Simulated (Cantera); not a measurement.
Charge: 1 mol Ca(OH)2, 0.52 mol H2O, 0.021 mol H2, at 890000 Pa.

These are equilibrium values from Cantera (NASA tables, ideal gas, pure condensed phases), not measurements of a reactor. Candidate condensed phases: Ca, CaO, Ca(OH)2, H2O; 14 gas species. Rates play no part.

**Question.** Which condensed phases are stable at each of these points (T (K)): 823, 923, 1023, 1123, 1223, 1323, 1423, 1523, 1623, 1723, 1823, 1923?

**Answer.** 
```csv
T (K),condensed phases,Ca condensed (%)
823,Ca(OH)2(s),100.0
923,Ca(OH)2(s),100.0
1023,CaO(s),100.0
1123,CaO(s),100.0
1223,CaO(s),100.0
1323,CaO(s),100.0
1423,CaO(s),100.0
1523,CaO(s),100.0
1623,CaO(s),100.0
1723,CaO(s),100.0
1823,CaO(s),100.0
1923,CaO(s),100.0
```

From 823 K to 923 K the condensed part is Ca(OH)2(s). From 1023 K to 1923 K the condensed part is CaO(s).
